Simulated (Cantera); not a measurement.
A closed system holds: 1 mol FeS2, 24 mol H2, 1.4 mol N2, held at 1573.15 K and 0.420 bar.

Equilibrium computed with Cantera from the NASA thermochemical tables; the gas is ideal and each condensed phase is pure. Candidate condensed phases: Fe, FeS, FeS2, S; 16 gas species. FeS: taken at fixed stoichiometry. Equilibrium is a limit: real reactors are often held back by kinetics, nucleation or transport.

Base state: H2 0.906, N2 0.0551, H2S 0.0376, S2 0.000611, SH 0.000503, H 5.98e-5 (mole fractions); condensed: FeS(l).

Question: What changes in the equilibrium state with this change: 0.72 mol O2 added?

Answer: 
```json
[
 {"species": "H2", "before": "0.906", "after": "0.850"},
 {"species": "H2O", "before": "0", "after": "0.0566"},
 {"species": "N2", "before": "0.0551", "after": "0.0551"},
 {"species": "H2S", "before": "0.0376", "after": "0.0374"},
 {"species": "S2", "before": "0.000611", "after": "0.000688"},
 {"species": "H", "before": "5.98e-5", "after": "5.79e-5"},
 {"species": "SH", "before": "0.000503", "after": "0.000517"},
 {"species": "FeS(l), mol", "before": "1.000", "after": "1.000"}
]
```
Further candidate phases: FeO, Fe(OH)2, Fe(OH)3, FeSO4, Fe2O3, Fe2(SO4)3, Fe3O4, H2O, H2SO4.
